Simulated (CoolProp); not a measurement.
Vapour-liquid equilibrium of propane (1) + R152A (2) at 2.4 bar; x and y are mole fractions of (1).

Values from CoolProp's multi-fluid Helmholtz-energy mixture model, Lemmon 2009 and Outcalt 1996; pair parameters Bell 2016.

**Question.** Give the bubble temperature and the first vapour's composition at x = 0.275, 0.425, 0.875. Is there an azeotrope?

**Answer.** x = 0.275: 253.0 K, y = 0.584; x = 0.425: 250.8 K, y = 0.651; x = 0.875: 250.1 K, y = 0.823. y crosses x between x = 0.725 and 0.8: the model has an azeotrope there.

Pair parameters are fitted to limited data, so mixtures are less certain than the pure fluids.
